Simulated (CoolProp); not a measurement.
Vapour-liquid equilibrium of carbon dioxide (1) + propylene (2) at 8.79 bar; x and y are mole fractions of (1).

The numbers come from the multi-fluid Helmholtz-energy mixture model, Span 1996 and Lemmon 2013; pair parameters Bell 2016 in CoolProp.

```tsv
x	bubble temperature, mixture model (K)	bubble temperature, Raoult's law (K)	y, mixture model	y, Raoult's law
0.05	276.6	279.7	0.265	0.235
0.125	264.1	270.6	0.515	0.462
0.2	255.4	263.4	0.655	0.607
0.275	249.2	257.6	0.738	0.706
0.35	244.8	252.8	0.791	0.777
0.425	241.6	248.7	0.827	0.829
0.5	239.2	245.2	0.854	0.870
0.575	237.2	242.1	0.876	0.902
0.65	235.6	239.4	0.895	0.927
0.725	234.2	236.9	0.913	0.948
0.8	232.9	234.6	0.932	0.966
0.875	231.6	232.6	0.953	0.980
0.95	230.4	230.7	0.979	0.993
```

The largest gap from Raoult's law is -8.4 K in bubble temperature, at x = 0.275. No azeotrope shows between x = 0.05 and 0.95.

Pair parameters are fitted to limited data, so mixtures are less certain than the pure fluids.
